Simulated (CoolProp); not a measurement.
Properties of nitrous oxide along the isobar 0.574 MPa (Tc = 36.4 °C, pc = 7.245 MPa, ω = 0.161).

The numbers come from the reference Helmholtz-energy equation of state, Lemmon 2006 in CoolProp. It is a short technical equation, of lower accuracy than the large ones.

```json
[
 {"T (°C)": "-34.85", "phase": "gas", "density (kg/m³)": "13.66", "cv (kJ/(kg K))": "0.6653", "Joule-Thomson coefficient (K/MPa)": "19.89", "isothermal compressibility (1/MPa)": "1.876"},
 {"T (°C)": "2.55", "phase": "gas", "density (kg/m³)": "11.49", "cv (kJ/(kg K))": "0.6811", "Joule-Thomson coefficient (K/MPa)": "13.33", "isothermal compressibility (1/MPa)": "1.819"},
 {"T (°C)": "39.95", "phase": "gas", "density (kg/m³)": "9.973", "cv (kJ/(kg K))": "0.7122", "Joule-Thomson coefficient (K/MPa)": "9.792", "isothermal compressibility (1/MPa)": "1.791"},
 {"T (°C)": "77.35", "phase": "gas", "density (kg/m³)": "8.832", "cv (kJ/(kg K))": "0.7439", "Joule-Thomson coefficient (K/MPa)": "7.548", "isothermal compressibility (1/MPa)": "1.775"},
 {"T (°C)": "114.65", "phase": "gas", "density (kg/m³)": "7.939", "cv (kJ/(kg K))": "0.7741", "Joule-Thomson coefficient (K/MPa)": "6.008", "isothermal compressibility (1/MPa)": "1.765"},
 {"T (°C)": "152.05", "phase": "gas", "density (kg/m³)": "7.214", "cv (kJ/(kg K))": "0.8028", "Joule-Thomson coefficient (K/MPa)": "4.886", "isothermal compressibility (1/MPa)": "1.759"},
 {"T (°C)": "189.45", "phase": "gas", "density (kg/m³)": "6.613", "cv (kJ/(kg K))": "0.8297", "Joule-Thomson coefficient (K/MPa)": "4.042", "isothermal compressibility (1/MPa)": "1.754"},
 {"T (°C)": "226.85", "phase": "gas", "density (kg/m³)": "6.107", "cv (kJ/(kg K))": "0.8548", "Joule-Thomson coefficient (K/MPa)": "3.387", "isothermal compressibility (1/MPa)": "1.751"}
]
```
